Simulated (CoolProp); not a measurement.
Computed with CoolProp (reference Helmholtz-energy equation of state, Lemmon 2005). It is a short technical equation, of lower accuracy than the large ones.

Q: For 1-butene, give the phase and the Joule-Thomson coefficient (K/MPa), fugacity coefficient at 210.7 K and 5.46 bar; 210.7 K and 38.2 bar; 210.7 K and 43.7 bar.

A: 
- 210.7 K and 5.46 bar: liquid; Joule-Thomson coefficient -0.496, fugacity coefficient 0.0106
- 210.7 K and 38.2 bar: liquid; Joule-Thomson coefficient -0.501, fugacity coefficient 0.00176
- 210.7 K and 43.7 bar: liquid; Joule-Thomson coefficient -0.502, fugacity coefficient 0.00158
